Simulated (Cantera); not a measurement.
An adiabatic, constant-volume homogeneous reactor starts with 20.5 % CH₃OH, 16.1 % O₂, 60.7 % N₂, 2.66 % CO₂, equivalence ratio 1.9, at 1350 K and 520000 Pa.

Detailed kinetics in Cantera: GRI-Mech 3.0 (53 species, 325 reactions). GRI-Mech 3.0 was tuned for natural gas; its chemistry of methanol as a main component is partial and can be far from experiment.

One state of this run: T (K) = 2805; P (bar) = 13.6; x CH₃OH = 2.20e-12; x O₂ = 0.000208; x CO₂ = 0.0468; x NO = 0.000887; x OH = 0.00469. x: mole fraction; the columns are a selection and need not sum to one.

Q: Which value of t (s) does it belong to?
A. 0.000149
B. 6.05e-5
C. 0.000902
D. 2.46e-5

A: C, 0.000902
